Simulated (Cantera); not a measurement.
Adiabatic ignition

An adiabatic, constant-volume homogeneous reactor starts with CH₄ : O₂ : N₂ = 1 : 6.06 : 22.8 (molar parts), equivalence ratio 0.33, at 1673 K and 2300000 Pa.

Cantera simulation using GRI-Mech 3.0 (53 species, 325 reactions); the numbers are that mechanism's predictions, not measurements. The pressure lies above the range GRI-Mech 3.0 was tuned for (to about 10 atm).

```tsv
t (s)	T (K)	P (bar)	x CH₄	x O₂	x O	x HCN	x CH₂	x CO₂
8.00e-6	1677	23.1	0.0325	0.202	2.86e-6	1.09e-12	1.95e-8	4.17e-6
2.59e-5	2532	34.9	<1e-12	0.134	0.00108	5.79e-12	<1e-12	0.0326
8.37e-5	2532	34.9	<1e-12	0.134	0.00106	1.37e-12	<1e-12	0.0328
0.000270	2527	34.8	<1e-12	0.133	0.00103	1.38e-12	<1e-12	0.0328
0.000875	2515	34.6	<1e-12	0.131	0.000965	1.39e-12	<1e-12	0.0328
0.00283	2497	34.4	<1e-12	0.127	0.000875	1.31e-12	<1e-12	0.0329
0.00915	2489	34.3	<1e-12	0.126	0.000838	1.25e-12	<1e-12	0.0329
0.0296	2489	34.3	<1e-12	0.126	0.000837	1.25e-12	<1e-12	0.0329
0.0956	2489	34.3	<1e-12	0.126	0.000837	1.25e-12	<1e-12	0.0329
0.309	2489	34.3	<1e-12	0.126	0.000837	1.25e-12	<1e-12	0.0329
1.00	2489	34.3	<1e-12	0.126	0.000837	1.25e-12	<1e-12	0.0329
```
x: mole fraction; the columns are a selection and need not sum to one.

```json
{
 "time_of_steepest_temperature_rise": "17.0 µs",
 "temperature at 1.00 s": "2489 K",
 "equilibrium_temperature": "2489 K",
 "x(CH₄) at 1.00 s": "<1e-12 (gas-phase equilibrium <1e-12)",
 "x(O₂) at 1.00 s": "0.126 (gas-phase equilibrium 0.126)",
 "x(O) at 1.00 s": "0.000837 (gas-phase equilibrium 0.000837)"
}
```
